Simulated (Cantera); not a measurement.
Input (Python, Cantera) and output of one run.

```python
import numpy as np
import cantera as ct

gas_names = [...]  # 113 gases of nasa_gas.yaml made of C, F, H, Si
cond_names = """
    C(gr) C6H6(L) C7H8(L) C8H18(L),n-octa Si(cr) Si(L) SiC(b)
""".split()


# ... load() reads the species with a 1 bar reference pressure and builds the phases ...
atoms = {
    'CH3F': {'C': 1, 'H': 3, 'F': 1},
    'F2': {'F': 2},
    'H2': {'H': 2},
    'Si': {'Si': 1},
}
top_T = {'C(gr)': 4500, 'SiC(b)': 3050}  # K; cautious upper limits of use, not melting points


# ... equilibrate(T, P, feed) seeds the gas with the atoms and calls Mixture.equilibrate('TP', solver="vcs", rtol=1e-11, max_steps=5000) ...
results = []
feed = {'CH3F': 1, 'F2': 0.74, 'H2': 6.6, 'Si': 0.74}  # mol
T = 3323  # K
P = 63  # Pa
mix = equilibrate(T, P, feed)
results.append((T, P, feed, dict(zip(mix.species_names, mix.species_moles))))
x = sorted(zip(gas.X, gas.species_names), reverse=True)
print(f"T = {T:g} K  P = {P:g} Pa  gas = {mix.phase_moles(0):.4g} mol")
print("   x: " + "  ".join(f"{s} {v:.3e}" for v, s in x if v > 1e-05))
print("   condensed (mol): " + ("  ".join(f"{mix.phase(i).name} {mix.phase_moles(i):.4g}"
      for i in range(1, mix.n_phases) if mix.phase_moles(i) > 1e-12) or "none"))
```

Output:

```
T = 3323 K  P = 63 Pa  gas = 19.69 mol
   x: H 7.879e-01  F 9.407e-02  C 4.544e-02  Si 3.607e-02  HF 2.965e-02  H2 2.609e-03  C2 1.480e-03  SiF 1.323e-03  CF 7.008e-04  C3 4.833e-04  SiF2 1.102e-04  SiC2 6.628e-05  C2H 3.703e-05  CH 1.620e-05  SiC 1.306e-05
   condensed (mol): none
```

Cantera equilibrium calculation (NASA polynomials, part measured and part estimated; ideal gas, pure solids and liquids). The tables' values for SiF, SiF2 are old estimates; treat these amounts as uncertain.
